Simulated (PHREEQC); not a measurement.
Copper plating or etch bath (model solution)

Dissolve 0.016 mol/kgw CuSO4, 0.0057 mol/kgw HBF4 and 0.00064 mol/kgw H3BO3 at 25 °C. Closed to the air; pH follows from the charge balance.

Model: ion-association model, phreeqc.dat, run in PHREEQC.

Each row changes one thing in this solution. This is a speciation only: nothing precipitates in the calculation.

| case | pH | ionic strength (mol/kgw) | BF4- (mol/kgw) | HF (mol/kgw) | H3BO3 (mol/kgw) | F- (mol/kgw) |
|---|---|---|---|---|---|---|
| as made | 2.47 | 0.0466 | 0.00415 | 0.00366 | 0.00163 | 0.000893 |
| H3BO3 from 0.00064 to 0.000128 mol/kgw | 2.47 | 0.0466 | 0.00410 | 0.00392 | (withheld) | 0.000961 |
| CuSO4 from 0.016 to 0.032 mol/kgw | 2.54 | 0.0810 | 0.00412 | 0.00344 | 0.00162 | 0.00104 |
| diluted 10-fold with water | 3.06 | 0.00644 | 3.94e-5 | 0.00110 | 0.000565 | 0.000927 |
| CuSO4 left out | 2.31 | 0.00528 | 0.00417 | 0.00415 | (withheld) | (withheld) |
| 0.014 mol/kgw CO2 added | 2.47 | 0.0466 | 0.00415 | 0.00366 | 0.00162 | 0.000892 |

Question: Some entries are withheld; supply them.

Answer: 
- H3BO3 from 0.00064 to 0.000128 mol/kgw, H3BO3 (mol/kgw): 0.00122
- CuSO4 left out, H3BO3 (mol/kgw): 0.00168
- CuSO4 left out, F- (mol/kgw): 0.000610

Complexes and solids missing from the database can't appear. Real BF4- forms and hydrolyses slowly; the run takes it at equilibrium.
